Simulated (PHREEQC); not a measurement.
Spent oxide etchant: an equilibrium model

Consider water at 20 °C with 9.9 mmol/kgw HF, 30 mmol/kgw H2SiF6, 0.23 mmol/kgw H3BO3 and 0.24 mmol/kgw H2SO4. Closed to the air; pH follows from the charge balance.

The numbers come from PHREEQC with the ion-association model, phreeqc.dat.

No solid was allowed to form.

### Question
Predict the pH, density.

### Answer
pH 1.30; density 1.001 g/cm³.

### Question
In which forms is B present?

### Answer
BF4- 90 %, H3BO3 7.0 %, BF3OH- 3.1 % of the B.

The solution is supersaturated, for example in Quartz (slow to form), so a real one may precipitate; this is no full list. SiF6-2 is the database's only silicon fluoride. Real BF4- forms and hydrolyses slowly; the run takes it at equilibrium.
